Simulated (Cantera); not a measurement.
An adiabatic, constant-volume homogeneous reactor starts with CH₄ : CO : O₂ : N₂ = 1 : 1.2 : 8.12 : 30.5 (molar parts), at 1675 K and 72000 Pa. Integrator tolerance rtol = 1e-08.

Cantera simulation using GRI-Mech 3.0 (53 species, 325 reactions); the numbers are that mechanism's predictions, not measurements.

**Question.** What does this change do: initial temperature 1675 to 1050 K?

**Answer.** 
| quantity | before | after |
|---|---|---|
| time of steepest temperature rise | 0.276 ms | 0.285 s |
| temperature at 9.00 s | 2449 K | 2006 K |
| equilibrium temperature | 2449 K | 2006 K |
| x(CH₄) at 9.00 s | <1e-12 (gas-phase equilibrium <1e-12) | <1e-12 (gas-phase equilibrium <1e-12) |
| x(CO) at 9.00 s | 0.00389 (gas-phase equilibrium 0.00389) | 0.000179 (gas-phase equilibrium 0.000179) |
| x(O₂) at 9.00 s | 0.127 (gas-phase equilibrium 0.127) | 0.134 (gas-phase equilibrium 0.134) |
| x(N₂O) at 9.00 s | 8.77e-7 (gas-phase equilibrium 8.77e-7) | 3.91e-7 (gas-phase equilibrium 3.91e-7) |
| x(C₂H₄) at 9.00 s | <1e-12 (gas-phase equilibrium <1e-12) | <1e-12 (gas-phase equilibrium <1e-12) |
| x(CH₂O) at 9.00 s | <1e-12 (gas-phase equilibrium <1e-12) | <1e-12 (gas-phase equilibrium <1e-12) |
| x(C₂H₂) at 9.00 s | <1e-12 (gas-phase equilibrium <1e-12) | <1e-12 (gas-phase equilibrium <1e-12) |

**Question.** What does this change do: initial temperature 1675 to 1350 K?

**Answer.** 
```tsv
quantity	before	after
time of steepest temperature rise	0.276 ms	3.50 ms
temperature at 9.00 s	2449 K	2235 K
equilibrium temperature	2449 K	2235 K
x(CH₄) at 9.00 s	<1e-12 (gas-phase equilibrium <1e-12)	<1e-12 (gas-phase equilibrium <1e-12)
x(CO) at 9.00 s	0.00389 (gas-phase equilibrium 0.00389)	0.00105 (gas-phase equilibrium 0.00105)
x(O₂) at 9.00 s	0.127 (gas-phase equilibrium 0.127)	0.131 (gas-phase equilibrium 0.131)
x(N₂O) at 9.00 s	8.77e-7 (gas-phase equilibrium 8.77e-7)	6.23e-7 (gas-phase equilibrium 6.23e-7)
x(C₂H₄) at 9.00 s	<1e-12 (gas-phase equilibrium <1e-12)	<1e-12 (gas-phase equilibrium <1e-12)
x(CH₂O) at 9.00 s	<1e-12 (gas-phase equilibrium <1e-12)	<1e-12 (gas-phase equilibrium <1e-12)
x(C₂H₂) at 9.00 s	<1e-12 (gas-phase equilibrium <1e-12)	<1e-12 (gas-phase equilibrium <1e-12)
```
